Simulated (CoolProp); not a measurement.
Properties of propylene glycol along the isotherm 427.7 K.

Model: reference Helmholtz-energy equation of state, Eisenbach 2021, in CoolProp.

| p (kPa) | phase | Z | speed of sound (m/s) |
|---|---|---|---|
| 57.6 | liquid | 0.001333 | 1128 |
| 131 | liquid | (withheld) | 1128 |
| 299 | liquid | 0.006916 | (withheld) |
| 680 | liquid | 0.01572 | 1132 |
| 1550 | liquid | 0.03581 | 1137 |
| 3520 | liquid | (withheld) | (withheld) |
| 8010 | liquid | (withheld) | 1172 |
| 18200 | liquid | (withheld) | (withheld) |

Question: Fill in the missing entries.

Answer: 
- 131, Z: 0.003031
- 299, speed of sound (m/s): 1129
- 3520, Z: 0.08117
- 3520, speed of sound (m/s): 1148
- 8010, Z: 0.1839
- 18200, Z: 0.4142
- 18200, speed of sound (m/s): 1224
